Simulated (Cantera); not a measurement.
Charge: 1 mol Si3N4, 0.25 mol H2O, 7.3 mol H2, 1.2 mol HF, equilibrated at 650 °C and 2.10 Pa.

Cantera equilibrium calculation (NASA polynomials, part measured and part estimated; ideal gas, pure solids and liquids). Candidate condensed phases: H2O, Si, SiO2, Si2N2O, Si3N4; 58 gas species. The tables' values for SiF3 are old estimates; treat these amounts as uncertain. Rates play no part.

Base state: H2 0.933, SiF4 0.0342, N2 0.0324, HF 0.000392, SiHF3 4.46e-5, SiF3 1.94e-5 (mole fractions); condensed: Si2N2O(s) + Si3N4(s).

### Question
What changes in the equilibrium state with this change: temperature from 650 °C to 1100 °C?

### Answer
```csv
species,before,after
H2,0.933,0.805
N2,0.0324,0.146
SiF2,3.22e-8,0.0180
SiF4,0.0342,0.00834
SiF3,1.94e-5,0.0144
SiO,<1e-9,0.00140
SiF,<1e-9,3.61e-5
"Si2N2O(s), mol",0.250,0.236
"Si3N4(s), mol",0.734,0.144
"Si(s), mol",0,1.67
```
Mutual solubility and eutectic melting of coexisting phases are not modelled. The tables' values for SiF2, SiF3, SiF are old estimates; treat these amounts as uncertain.
